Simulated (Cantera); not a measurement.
A perfectly stirred reactor is fed with H₂ : O₂ : N₂ = 1 : 0.357 : 1.34 (molar parts), equivalence ratio 1.4, at 0.690 bar; it is adiabatic with a 675 K inlet, and is followed from long to short residence time, starting on the burning branch (τ in s: 0.37, 0.16, 0.07, 0.03, 0.013, 0.0058, 0.0025, 0.0011, 0.00047, 0.00021, 9e-05).

Detailed kinetics in Cantera: the H2/O2 subset of GRI-Mech 3.0, which has no nitrogen chemistry.

x: mole fraction; the columns are a selection and need not sum to one.

| τ (s) | T (K) | x H₂ | x O₂ | x O | x H₂O | x H₂O₂ | x OH |
|---|---|---|---|---|---|---|---|
| 0.37 | 2510 | 0.119 | 0.000370 | 0.000363 | 0.295 | 3.43e-8 | 0.00584 |
| 0.16 | 2507 | 0.119 | 0.000390 | 0.000379 | 0.295 | 3.53e-8 | 0.00596 |
| 0.070 | 2501 | 0.119 | 0.000434 | 0.000416 | 0.295 | 3.76e-8 | 0.00621 |
| 0.030 | 2488 | 0.119 | 0.000534 | 0.000502 | 0.293 | 4.24e-8 | 0.00675 |
| 0.013 | 2462 | 0.119 | 0.000749 | 0.000690 | 0.291 | 5.11e-8 | 0.00775 |
| 0.0058 | 2417 | 0.118 | 0.00117 | 0.00107 | 0.287 | 6.47e-8 | 0.00926 |
| 0.0025 | 2342 | 0.117 | 0.00197 | 0.00180 | 0.281 | 8.70e-8 | 0.0113 |
| 0.0011 | 2237 | 0.116 | … | … | 0.273 | … | 0.0132 |
| 0.00047 | 2098 | 0.113 | 0.00520 | 0.00469 | 0.263 | 2.07e-7 | 0.0143 |
| 0.00021 | 1944 | 0.111 | 0.00765 | 0.00654 | 0.252 | 3.74e-7 | 0.0141 |
| 9.0e-5 | … | 0.108 | … | … | 0.241 | … | … |

Some entries are withheld; supply them.


- 0.0011, x O₂: 0.00326
- 0.0011, x O: 0.00299
- 0.0011, x H₂O₂: 1.26e-7
- 9.0e-5, T (K): 1768
- 9.0e-5, x O₂: 0.0111
- 9.0e-5, x O: 0.00830
- 9.0e-5, x H₂O₂: 7.54e-7
- 9.0e-5, x OH: 0.0124
